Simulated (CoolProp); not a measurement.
Vapour-liquid equilibrium of n-octane (1) + p-xylene (2) at 0.141 MPa; x and y are mole fractions of (1).

Model: multi-fluid Helmholtz-energy mixture model, Beckmüller 2019 and Zhou 2012; pair parameters Bell 2016, in CoolProp.

```tsv
x	bubble temperature, mixture model (K)	bubble temperature, Raoult's law (K)	y, mixture model	y, Raoult's law
0.05	422.9	423.5	0.080	0.068
0.2	(withheld)	421.3	0.277	0.258
0.35	417.1	419.2	0.435	0.429
0.5	415.2	417.2	(withheld)	0.583
0.65	413.7	415.2	(withheld)	0.722
0.8	412.4	413.4	(withheld)	0.849
0.95	(withheld)	411.7	(withheld)	0.964
```

Task: What belongs in the gaps?

Result: 
- 0.2, bubble temperature, mixture model (K): 419.5
- 0.5, y, mixture model: 0.574
- 0.65, y, mixture model: 0.703
- 0.8, y, mixture model: 0.830
- 0.95, bubble temperature, mixture model (K): 411.4
- 0.95, y, mixture model: 0.957

The largest gap from Raoult's law is -2.1 K in bubble temperature, at x = 0.35. No azeotrope shows between x = 0.05 and 0.95.

The pair parameters rest on a limited set of measurements; away from them the model extrapolates.
